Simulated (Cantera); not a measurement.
Input: 1 mol V, 0.35 mol N2O, 51 mol H2, held at 2177 °C and 0.0360 Torr.

Method: chemical equilibrium by Gibbs-energy minimisation in Cantera with the NASA 1993 tables (ideal gas, pure condensed phases). Candidate condensed phases: H2O, V, VN, VO, V2O3, V2O4, V2O5; 28 gas species. Rates play no part.

Base state: H 0.891, H2 0.0943, V 0.00790, N2 0.00370, VO 0.00256, O 0.000724, VO2 0.000122, OH 0.000115 (mole fractions); condensed: gas only.

Problem. What changes in the equilibrium state with this change: temperature from 2177 °C to 1075 °C?

Solution. 
```csv
species,before,after
H2,0.0943,0.999
N2,0.00370,0.000488
H,0.891,0.000334
V,0.00790,1.21e-8
O,0.000724,<1e-9
VO,0.00256,8.86e-9
VO2,0.000122,<1e-9
"VN(s), mol",0,0.650
"VO(s), mol",0,0.350
```
Mutual solubility and eutectic melting of coexisting phases are not modelled. VN, VO: taken at fixed stoichiometry. Condensed phases not in the tables: solid solutions among these carbides, nitrides and lower oxides, V2N.

Problem. What changes in the equilibrium state with this change: N2O from 0.35 to 2.5 mol?

Solution. 
```csv
species,before,after
H,0.891,0.863
H2,0.0943,0.0885
N2,0.00370,0.0255
O,0.000724,0.0103
VO,0.00256,0.00539
O2,1.98e-7,4.00e-5
NO,1.40e-6,5.23e-5
VO2,0.000122,0.00366
```

Problem. What changes in the equilibrium state with this change: temperature from 2177 °C to 1727 °C?

Solution. 
```json
[
 {"species": "H2", "before": "0.0943", "after": "0.771"},
 {"species": "H", "before": "0.891", "after": "0.206"},
 {"species": "V", "before": "0.00790", "after": "0.0115"},
 {"species": "O", "before": "0.000724", "after": "7.52e-7"},
 {"species": "OH", "before": "0.000115", "after": "3.85e-6"},
 {"species": "H2O", "before": "6.26e-5", "after": "0.000144"},
 {"species": "VO", "before": "0.00256", "after": "0.00538"},
 {"species": "VO2", "before": "0.000122", "after": "0.000233"}
]
```
